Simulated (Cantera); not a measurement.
A Cantera script and its output.

```python
import numpy as np
import cantera as ct

gas = ct.Solution("gri30.yaml")
gas.TPX = 425, 42000, {'CH4': 1, 'C2H6': 0.44, 'C3H8': 0.16, 'O2': 3.62, 'N2': 13.6}
flame = ct.FreeFlame(gas, width=0.073)
flame.set_refine_criteria(ratio=3, slope=0.08, curve=0.16)
flame.transport_model = "mixture-averaged"
flame.solve(loglevel=0, auto=True)
z, T = flame.grid, flame.T
thick = (T[-1] - T[0]) / np.gradient(T, z).max()
show = ['CH4', 'C2H6', 'C3H8', 'CH2CO', 'H', 'O']
print(f"laminar burning velocity  {flame.velocity[0] * 100:.3f} cm/s")
print(f"burnt temperature         {T[-1]:.1f} K")
print(f"thermal thickness         {thick * 1e3:.4f} mm")
print(f"grid points               {len(z)}")
z0 = z[flame.heat_release_rate.argmax()]
print(f"{'z/mm':>9s}{'T/K':>9s}{'u/(m/s)':>9s}" + "".join(f"{s:>11s}" for s in show))
rows = []
for k in (-3, -2, -1.5, -1, -0.5, -0.25, 0, 0.25, 0.5, 1, 2, 4, 8):
    zz = z0 + k * thick
    rows.append([k * thick, np.interp(zz, z, T), np.interp(zz, z, flame.velocity),
                 *(np.interp(zz, z, flame.X[gas.species_index(s)]) for s in show)])
    print(f"{rows[-1][0] * 1e3:9.3f}{rows[-1][1]:9.1f}{rows[-1][2]:9.3f}" + "".join(f"{x:11.3e}" for x in rows[-1][3:]))
```

Result:

```
laminar burning velocity  83.635 cm/s
burnt temperature         2233.2 K
thermal thickness         0.7296 mm
grid points               151
     z/mm      T/K  u/(m/s)        CH4       C2H6       C3H8      CH2CO          H          O
   -2.189    425.1    0.837  5.307e-02  2.335e-02  8.493e-03  7.152e-10  4.543e-15  2.786e-13
   -1.459    426.4    0.842  5.287e-02  2.329e-02  8.472e-03  2.405e-08  2.608e-12  2.794e-11
   -1.094    432.5    0.858  5.247e-02  2.319e-02  8.441e-03  2.334e-07  2.101e-10  4.108e-10
   -0.730    497.7    0.997  5.023e-02  2.263e-02  8.298e-03  6.760e-06  3.706e-07  2.215e-08
   -0.365    948.7    1.955  3.722e-02  1.664e-02  5.949e-03  1.839e-04  1.023e-04  4.575e-06
   -0.182   1382.2    2.914  2.270e-02  7.077e-03  1.898e-03  5.568e-04  9.482e-04  8.631e-05
    0.000   1761.9    3.775  7.038e-03  4.739e-04  4.526e-05  4.932e-04  4.599e-03  6.661e-04
    0.182   1931.2    4.148  8.521e-04  2.901e-06  3.705e-08  8.875e-05  9.352e-03  1.860e-03
    0.365   1973.9    4.229  5.584e-05  5.571e-09  3.927e-12  5.861e-06  1.224e-02  2.639e-03
    0.730   1999.3    4.262  1.817e-07  6.923e-14  2.986e-19  1.526e-08  1.365e-02  2.769e-03
    1.459   2026.1    4.303  3.194e-11  9.712e-20  6.765e-27  3.384e-12  1.297e-02  2.458e-03
    2.919   2061.8    4.368  3.203e-15  9.584e-25  5.749e-34  2.868e-16  1.111e-02  1.997e-03
    5.837   2108.2    4.453  1.536e-15  2.666e-29 -3.376e-40  6.278e-18  8.637e-03  1.418e-03
```

Cantera simulation using GRI-Mech 3.0 (53 species, 325 reactions); the numbers are that mechanism's predictions, not measurements. Burning velocities carry a grid error of a few per cent, more on coarse grids.
